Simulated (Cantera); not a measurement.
Charge: 1 mol MgO, 1.2 mol HBr, 1.1 mol H₂, held at 1875 K and 6.80 mbar.

These are equilibrium values from Cantera (NASA tables, ideal gas, pure condensed phases), not measurements of a reactor. Candidate condensed phases: Br₂, H₂O, Mg, MgBr₂, MgO, Mg(OH)₂; 20 gas species. Equilibrium is a limit: real reactors are often held back by kinetics, nucleation or transport.

Base state: H₂ 0.488, HBr 0.216, H₂O 0.105, MgBr₂ 0.0983, Br 0.0791, MgBr 0.00565, H 0.00556, Mg 0.00153 (mole fractions); condensed: MgO(s).

Question: What changes in the equilibrium state with this change: pressure from 6.80 mbar to 13.3 mbar?

Answer: 
```csv
species,before,after
H₂,0.488,0.487
HBr,0.216,0.229
H₂O,0.105,0.110
Br,0.0791,0.0599
MgBr₂,0.0983,0.105
Mg,0.00153,0.000746
H,0.00556,0.00396
"MgO(s), mol",0.745,0.737
```
